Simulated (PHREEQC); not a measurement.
Dissolve 0.02 mol NaBr, 0.0013 mol Na2SO4 and 0.011 mol LiCl per kg of water at 25 °C. Closed to the air; pH follows from the charge balance.

Equilibrium calculation in PHREEQC: ion-association model, phreeqc.dat.

Precipitation was switched off in this run.

Problem. Order these S species by the share of S that they hold, largest first: LiSO4-, SO4-2, NaSO4-.

Solution. SO4-2 (92 %), NaSO4- (5.3 %), LiSO4- (2.3 %)

The ionic strength is 0.0347 mol/kgw.
